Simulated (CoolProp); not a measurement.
Computed with CoolProp (reference Helmholtz-energy equation of state, Lemmon 2006). It is a short technical equation, of lower accuracy than the large ones.

**Question.** For neopentane, give the phase and the cp (kJ/(kg K)), cv (kJ/(kg K)) at 550 K and 0.363 MPa; 550 K and 8.89 MPa; 550 K and 16.9 MPa.

**Answer.** 
- 550 K and 0.363 MPa: gas; cp 2.80, cv 2.67
- 550 K and 8.89 MPa: supercritical; cp 3.50, cv 2.75
- 550 K and 16.9 MPa: supercritical; cp 3.31, cv 2.74
